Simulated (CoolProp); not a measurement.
n-butane along the isobar 16.5 bar: fugacity coefficient from the reference equation and from simpler models built on Tc = 425.1 K, pc = 37.96 bar, ω = 0.201; each cubic takes its own stable root.

Values from CoolProp's reference Helmholtz-energy equation of state, Bücker 2006.

```json
[
 {"T (K)": "247.8", "phase": "liquid", "reference": "0.02258"},
 {"T (K)": "276.8", "phase": "liquid", "reference": "0.07313"},
 {"T (K)": "305.9", "phase": "liquid", "reference": "0.1808"},
 {"T (K)": "334.9", "phase": "liquid", "reference": "0.3649"},
 {"T (K)": "363.9", "phase": "liquid", "reference": "0.6331"},
 {"T (K)": "392.9", "phase": "gas", "reference": "0.8109"},
 {"T (K)": "421.9", "phase": "gas", "reference": "0.8522"},
 {"T (K)": "450.9", "phase": "gas", "reference": "0.8825"}
]
```

Question: How far does each simpler model (van der Waals, Peng-Robinson) lie from the reference over these 8 states: mean and median of the absolute difference, and the worst?

Answer: 
- van der Waals: mean 157.7 %, median 57.3 %, worst +663.1 % at 247.8 K and 16.5 bar
- Peng-Robinson: mean 0.8 %, median 0.5 %, worst -1.7 % at 421.9 K and 16.5 bar

At some of these states van der Waals gives the other phase, because its saturation line lies elsewhere.
